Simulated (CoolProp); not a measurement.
The fluoroketone C6F12O (FK-5-1-12) at several states: fugacity coefficient from the reference equation and from simpler models built on Tc = 441.8 K, pc = 1.869 MPa, ω = 0.471; each cubic takes its own stable root.

The numbers come from the reference Helmholtz-energy equation of state, McLinden 2015 in CoolProp.

| T (K) | p (MPa) | phase | reference | Redlich-Kwong | Soave-Redlich-Kwong | Peng-Robinson |
|---|---|---|---|---|---|---|
| 296.2 | 5.91 | liquid | 0.009711 | ? | ? | ? |
| 382.2 | 0.146 | gas | 0.9539 | 0.9601 | ? | ? |
| 184.5 | 0.0166 | liquid | 0.0003312 | ? | 0.0004233 | ? |

**Question.** Some entries are withheld; supply them.

**Answer.** 
- 296.2, Redlich-Kwong: 0.03024
- 296.2, Soave-Redlich-Kwong: 0.01016
- 296.2, Peng-Robinson: 0.009733
- 382.2, Soave-Redlich-Kwong: 0.9557
- 382.2, Peng-Robinson: 0.9525
- 184.5, Redlich-Kwong: 0.01425
- 184.5, Peng-Robinson: 0.0005423
